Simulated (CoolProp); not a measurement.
Properties of R123 along the isobar 48 bar (Tc = 456.8 K, pc = 36.62 bar, ω = 0.282).

Computed with CoolProp (reference Helmholtz-energy equation of state, Younglove 1994). It is a modified Benedict-Webb-Rubin equation, recast in Helmholtz form.

| T (K) | phase | density (kg/m³) |
|---|---|---|
| 327.7 | liquid | 1403 |
| 343.3 | liquid | 1361 |
| 359 | liquid | 1318 |
| 374.7 | liquid | 1271 |
| 390.3 | liquid | 1221 |
| 406 | liquid | 1165 |
| 421.7 | liquid | 1101 |
| 437.3 | liquid | 1025 |
| 453 | liquid | 920.6 |
| 468.7 | supercritical | 723.6 |
| 484.3 | supercritical | 401.6 |
| 500 | supercritical | 307.1 |
